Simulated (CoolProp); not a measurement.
Saturated liquid density (kg/m³) of R114: the reference equation beside estimates from Tc = 147.5 °C, pc = 33.52 bar, ω = 0.252.

Computed with CoolProp (reference Helmholtz-energy equation of state, Platzer 1990). This equation is an older, rougher fit; its heat capacities, sound speeds and derivatives of the liquid may be far off and weren't checked against measurements.

| T (°C) | reference | Redlich-Kwong | Soave-Redlich-Kwong | Peng-Robinson |
|---|---|---|---|---|
| 33.25 | 1429 | 1313 | 1370 | 1552 |
| 40.05 | 1407 | 1288 | 1345 | 1525 |
| 46.85 | 1385 | 1262 | 1319 | 1496 |
| 53.75 | 1361 | 1234 | 1292 | 1466 |
| 60.55 | 1337 | 1205 | 1264 | 1434 |
| 67.35 | 1312 | 1176 | 1234 | 1400 |
| 74.15 | 1285 | 1144 | 1202 | 1364 |
| 80.95 | 1258 | 1112 | 1168 | 1326 |

Absolute difference from the reference over all 8 rows, mean and median: Redlich-Kwong 9.7 and 9.6 %, Soave-Redlich-Kwong 5.4 and 5.3 %, Peng-Robinson 7.3 and 7.5 %.
